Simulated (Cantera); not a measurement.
# Chlorosilane synthesis and conversion: Si + HCl + H2

Charge: 1 mol Si, 1.2 mol HCl, 6.5 mol H2, held at 66000 Pa.

These are equilibrium values from Cantera (NASA tables, ideal gas, pure condensed phases), not measurements of a reactor. Candidate condensed phases: Si; 19 gas species. The tables' values for SiCl3 are old estimates; treat these amounts as uncertain. Equilibrium is a limit: real reactors are often held back by kinetics, nucleation or transport.

```tsv
T (K)	x H2	x HCl	x SiCl2	x SiCl4	x SiHCl3	n Si(s)
650	0.953	9.14e-5	5.01e-9	0.0246	0.0208	0.658
750	0.953	0.000538	2.63e-7	0.0250	0.0200	0.660
850	0.952	0.00206	5.33e-6	0.0251	0.0192	0.663
950	0.950	0.00590	5.60e-5	0.0247	0.0182	0.672
1050	0.944	0.0135	0.000363	0.0232	0.0168	0.686
1150	0.934	0.0262	0.00161	0.0201	0.0146	0.707
1250	0.921	0.0434	0.00514	0.0151	0.0114	0.730
1350	0.904	0.0618	0.0119	0.00885	0.00741	0.746
1450	0.891	0.0760	0.0200	0.00378	0.00382	0.750
1550	0.884	0.0833	0.0262	0.00126	0.00164	0.748
```
x: gas mole fraction; n: condensed amount in mol.

From 650 K to 1550 K the condensed part is Si(s). The main Si-bearing gas is SiCl4 at 650 K and SiCl2 at 1550 K. The share of Si in condensed phases is highest at 1450 K (75.0 %) and lowest at 650 K (65.8 %).
